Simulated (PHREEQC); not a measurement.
Dissolve 0.52 mmol/kgw MgSO4, 0.24 mmol/kgw HCl and 3.5 mmol/kgw Na2SO4 at 45 °C. Closed to the air; pH follows from the charge balance.

The numbers come from PHREEQC with the ion-association model, phreeqc.dat.

The ionic strength comes out as 0.0118 mol/kgw. What activity coefficients do SO4-2, Cl-, NaSO4-, HSO4-, Mg+2 get?

SO4-2 0.64, Cl- 0.89, NaSO4- 0.90, HSO4- 0.89, Mg+2 0.65.

Precipitation was switched off in this run. Complexes and solids missing from the database can't appear. Away from 25 °C the constants follow the database's enthalpies or fits; those with neither stay at their 25 °C values.
